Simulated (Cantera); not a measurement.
Source: NASA polynomial tables (part measured, part estimated), evaluated in Cantera. Values are per mole of reaction as written; species without (g) are pure solids or liquids, kept so even where they would boil at 1 bar.

4 OH(g) + 2 BaO → 2 Ba(OH)₂ + O₂(g)

```tsv
T (K)	ΔH° (kJ)	ΔS° (J/K)	ΔG° (kJ)	log10 K	condensed phases
300	___	___	___	___	BaO(s), Ba(OH)₂(s)
2148	-804.0	-294.3	-171.9	4.18	BaO(s), Ba(OH)₂(l)
2198	-801.6	-293.2	-157.2	3.74	BaO(s), Ba(OH)₂(l)
2248	___	___	___	___	BaO(s), Ba(OH)₂(l)
2298	___	___	___	___	BaO(l), Ba(OH)₂(l)
2348	-911.8	-341.4	-110.3	2.45	BaO(l), Ba(OH)₂(l)
```

### Question
Complete the blanks.

### Answer

- 300, ΔH° (kJ): -953.7
- 300, ΔS° (J/K): -459.6
- 300, ΔG° (kJ): -815.9
- 300, log10 K: 142.05
- 2248, ΔH° (kJ): -799.2
- 2248, ΔS° (J/K): -292.1
- 2248, ΔG° (kJ): -142.6
- 2248, log10 K: 3.31
- 2298, ΔH° (kJ): -914.1
- 2298, ΔS° (J/K): -342.3
- 2298, ΔG° (kJ): -127.4
- 2298, log10 K: 2.90
